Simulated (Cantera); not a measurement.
Mixture: CH4 : H2 : O2 : N2 = 1 : 0.17 : 3.36 : 12.6 (molar parts), at 0.444 atm, adiabatic and at constant volume. Ignition delay is the time to a rise of 400 K.

Cantera simulation using GRI-Mech 3.0 (53 species, 325 reactions); the numbers are that mechanism's predictions, not measurements.

**Question.** Predict: delay at 1248 K; delay at 1323 K; delay at 1398 K; delay at 1473 K; delay at 1548 K; apparent activation energy between 1398 and 1548 K.

**Answer.** 
```json
{
 "delay at 1248 K": "8.08 ms",
 "delay at 1323 K": "3.80 ms",
 "delay at 1398 K": "1.95 ms",
 "delay at 1473 K": "1.10 ms",
 "delay at 1548 K": "0.659 ms",
 "apparent activation energy between 1398 and 1548 K": "130 kJ/mol"
}
```
